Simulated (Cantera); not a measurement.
Input: 1 mol Ti(OiPr)₄, 4.5 mol O₂, 3.6 mol H₂O, equilibrated at 1602 °C and 1330 Pa.

Cantera equilibrium calculation (NASA polynomials, part measured and part estimated; ideal gas, pure solids and liquids). The feed counts by its element totals alone. Mutual solubility and eutectic melting of coexisting phases are not modelled. Condensed phases not in the tables: Magnéli phases beyond Ti₄O₇. The numbers say what is thermodynamically allowed, not how fast it happens.

```csv
species,before,after
H₂,0.514,0.649
CO,0.390,0.346
H,0.00407,0.00457
H₂O,0.0778,5.98e-7
CO₂,0.0144,7.74e-8
C₂H₂ (acetylene),<1e-9,0.000206
OH,4.80e-5,<1e-9
"TiO₂(rutile), mol",0.459,0
"Ti₄O₇(s), mol",0.135,0
"C(graphite), mol",0,1.65
"TiC(s), mol",0,1.00
```
Gas species are given as mole fractions.

### Question
Name the change that produced these shifts.
(A) O₂ from 4.5 to 0.87 mol
(B) temperature from 1602 °C to 1850 °C
(C) temperature from 1602 °C to 1625 °C
(D) temperature from 1602 °C to 1875 °C

### Answer
A, O₂ from 4.5 to 0.87 mol. TiC: taken at fixed stoichiometry
